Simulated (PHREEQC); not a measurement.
Acid rinse or clean (model solution)

Dissolve 170 mmol/kgw HNO3 and 0.056 mmol/kgw CuCl2 at 25 °C. Closed to the air; pH follows from the charge balance.

The numbers come from PHREEQC with the ion-association model, phreeqc.dat.

This is a speciation only: nothing precipitates in the calculation.

Predict the pH.

pH 0.86.

Species that the database lacks are ignored.
